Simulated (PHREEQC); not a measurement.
Dissolve 0.00098 mol NaOH and 6.7e-05 mol H3BO3 per kg of water at 69 °C. Closed to the air; pH follows from the charge balance.

All values are PHREEQC results (Pitzer model, pitzer.dat), not measurements.

```yaml
pH: 9.76
ionic_strength: 0.000980 mol/kgw
osmotic_coefficient: 0.988
total_alkalinity: 0.980 meq/kg
```

```tsv
species	molality	activity	log γ
Na+	0.000980	0.000943	-0.017
OH-	0.000928	0.000893	-0.017
B(OH)4-	5.20e-5	5.00e-5	-0.017
B(OH)3	1.49e-5	1.49e-5	0.000
```

This is a speciation only: nothing precipitates in the calculation. Species that the database lacks are ignored. At this temperature some constants are extrapolated from 25 °C, and those without enthalpy data are left unchanged.
